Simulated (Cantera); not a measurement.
A closed system holds: 1 mol B2O3, 2.8 mol H2, at 160 Pa.

Equilibrium computed with Cantera from the NASA thermochemical tables; the gas is ideal and each condensed phase is pure. Candidate condensed phases: B, B2O3, B3O3H3, H2O; 23 gas species. Kinetics and transport are ignored. All values below are at 2150 K.

Base state: H2 0.552, B2O3 0.120, HBO2 0.107, H 0.0783, BO 0.0771, HBO 0.0429, H2O 0.0124, B2O2 0.00737 (mole fractions); condensed: gas only.

### Question
What changes in the equilibrium state with this change: pressure from 160 Pa to 32000 Pa?

### Answer
```csv
species,before,after
H2,0.552,0.637
B2O3,0.120,0.156
HBO2,0.107,0.0974
H,0.0783,0.00595
BO,0.0771,0.00835
B2O2,0.00737,0.0173
HBO,0.0429,0.0705
H2O,0.0124,0.00793
O,2.28e-5,6.30e-8
OH,0.000228,9.57e-6
```
